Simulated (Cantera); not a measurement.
**Catalytic stagnation flow on Pt**

A jet of 1.45 % H2, 16.6 % O2, 82.0 % N2, equivalence ratio 0.044 at 300 K and 30.8 Torr hits a platinum plate 9.2 cm away at a mass flux of 0.16 kg/m²/s; the plate temperature is set and raised in steps from an oxygen-covered start.

Computed with Cantera and Deutschmann's 1995 Pt surface mechanism with GRI-Mech 3.0 gas chemistry. Catalytic surfaces can have several steady states; this one follows from the mechanism file's or the stated starting coverage.

| plate T (K) | wall x H2 | wall x O2 | wall x H2O | wall x OH | θ free Pt | θ O* | θ OH* |
|---|---|---|---|---|---|---|---|
| 600 | 0.00393 | 0.154 | 0.0209 | <1e-8 | 0.0419 | 0.955 | 0.00261 |
| 650 | 0.00387 | 0.154 | 0.0208 | <1e-8 | 0.0447 | 0.954 | 0.00176 |
| 700 | 0.00357 | 0.154 | 0.0212 | <1e-8 | 0.0519 | 0.947 | 0.00132 |
| 750 | 0.00283 | 0.153 | 0.0225 | <1e-8 | 0.0723 | 0.927 | 0.00114 |
| 800 | 0.00205 | 0.153 | 0.0239 | <1e-8 | 0.110 | 0.889 | 0.00107 |
| 850 | 0.00149 | 0.152 | 0.0248 | 1.51e-8 | 0.163 | 0.836 | 0.000991 |
x: mole fraction at the wall; θ: surface coverage.
